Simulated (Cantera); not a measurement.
Equilibrium for fluorocarbon and chlorocarbon gases: CCl4 + CH4 + H2

Feed: 1 mol CCl4, 0.41 mol CH4, 1.9 mol H2, at 0.00600 bar.

These are equilibrium values from Cantera (NASA tables, ideal gas, pure condensed phases), not measurements of a reactor. Candidate condensed phases: C, C6H6, C7H8, C8H18; 91 gas species. The numbers say what is thermodynamically allowed, not how fast it happens.

```
T (K)  x HCl   x H2      x Cl     x CH4       x H  x C2H2 (acetylene)     x Cl2  n C(graphite)
-----  -----  -----  --------  --------  --------  ------------------  --------  -------------
650    0.850  0.146    <1e-12   0.00334    <1e-12              <1e-12    <1e-12           1.39
750    0.848  0.152  9.55e-12  0.000441  1.59e-12              <1e-12    <1e-12           1.41
850    0.848  0.152  5.76e-10   8.67e-5  1.03e-10            1.45e-12  2.56e-12           1.41
950    0.847  0.152   1.48e-8   2.34e-5   2.80e-9            4.19e-11  4.22e-11           1.41
1050   0.847  0.153   2.07e-7   7.99e-6   4.09e-8            6.31e-10  4.11e-10           1.41
1150   0.847  0.153   1.84e-6   3.27e-6   3.76e-7             5.90e-9   2.70e-9           1.41
1250   0.847  0.153   1.16e-5   1.53e-6   2.44e-6             3.84e-8   1.32e-8           1.41
1350   0.847  0.153   5.56e-5   8.05e-7   1.20e-5             1.89e-7   5.11e-8           1.41
1450   0.847  0.153  0.000216   4.61e-7   4.77e-5             7.44e-7   1.64e-7           1.41
1550   0.846  0.153  0.000703   2.85e-7  0.000159             2.45e-6   4.53e-7           1.41
1650   0.844  0.153   0.00198   1.87e-7  0.000459             6.98e-6   1.10e-6           1.41
1750   0.840  0.154   0.00496   1.30e-7   0.00118             1.77e-5   2.40e-6           1.41
1850   0.830  0.156    0.0111   9.51e-8   0.00274             4.07e-5   4.71e-6           1.41
```
x: gas mole fraction; n: condensed amount in mol.

From 650 K to 1850 K the condensed part is C(graphite). The main C-bearing gas is CH4 at 650 K and C2H2 (acetylene) at 1850 K.
